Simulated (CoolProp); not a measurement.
Vapour-liquid equilibrium of fluoroethane (R161) (1) + R134a (2) at 0.00137 MPa; x and y are mole fractions of (1).

The numbers come from the multi-fluid Helmholtz-energy mixture model, Wu 2012 and Tillner-Roth 1994; pair parameters Bell 2016 in CoolProp.

Task: Give the bubble temperature and the first vapour's composition at x = 0.35, 0.45, 0.55. Is there an azeotrope?

Result: x = 0.35: -95.6 °C, y = 0.587; x = 0.45: -96.7 °C, y = 0.693; x = 0.55: -97.8 °C, y = 0.780. No azeotrope shows between x = 0.05 and 0.95.

Pair parameters are fitted to limited data, so mixtures are less certain than the pure fluids.
